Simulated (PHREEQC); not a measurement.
A column of 0.1 m (40 cells, dispersivity 0.008 m, 60 s a shift, diffusion coefficient 3e-10 m²/s) holds 0.0054 eq of the database's cation exchanger X per kg of pore water, first in equilibrium with 0.0056 mol/kgw CaCl2, 0.0027 mol/kgw PbCl2 and 1e-05 mol/kgw HCl. It is flushed with 0.87 mmol/kgw CdCl2, 4.3 mmol/kgw KCl and 0.01 mmol/kgw HCl, at 25 °C. Values are for the last cell. No CO2 enters from the air. No solid was allowed to form.

Base run: PHREEQC, ion-association model, phreeqc.dat. Each further column changes one thing. The table gives K in solution (mol/kgw).

```
pore volumes      base  exchange capacity from 0.0054 to 0.0027 eq/kgw  dispersivity from 0.008 to 0.016 m
------------  --------  ----------------------------------------------  ----------------------------------
0                    0                                               0                                   0
0.3875         1.57e-5                                         2.44e-5                            0.000126
0.6375        0.000393                                        0.000520                            0.000791
1.012          0.00173                                         0.00208                             0.00201
1.387          0.00278                                         0.00318                             0.00285
1.637          0.00323                                         0.00358                             0.00321
2.013          0.00366                                         0.00393                             0.00357
2.388          0.00392                                         0.00410                             0.00380
2.638          0.00403                                         0.00417                             0.00391
3.013          0.00413                                         0.00423                             0.00403
3.388          0.00419                                         0.00426                             0.00411
3.638          0.00421                                         0.00427                             0.00415
4.013          0.00424                                         0.00428                             0.00419
```
